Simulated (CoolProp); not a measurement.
A simple Rankine cycle with water: condensing at 325.15 K, boiler at 0.171 MPa, turbine inlet 403.5 K, turbine efficiency 0.6, pump efficiency 0.6, no recuperator. Each further row changes one setting.

Model: reference Helmholtz-energy equation of state, Wagner 2002, in CoolProp.

```csv
case,thermal efficiency (%),net work (kJ/kg),heat in (kJ/kg),turbine exit temperature (K),volume ratio over the turbine
as stated,9.3,234,2510,325.2,9.83
turbine inlet 423.5 K,9.4,239,2550,325.2,9.48
condensing temperature 317.15 K,10.4,265,2550,317.2,14.3
boiler pressure 0.12 MPa,8.1,203,2520,325.2,6.97
turbine efficiency 0.5,7.7,195,2510,325.2,10.00
```

The expansion ends wet for: as stated; turbine inlet 423.5 K; condensing temperature 317.15 K; boiler pressure 0.12 MPa; turbine efficiency 0.5.
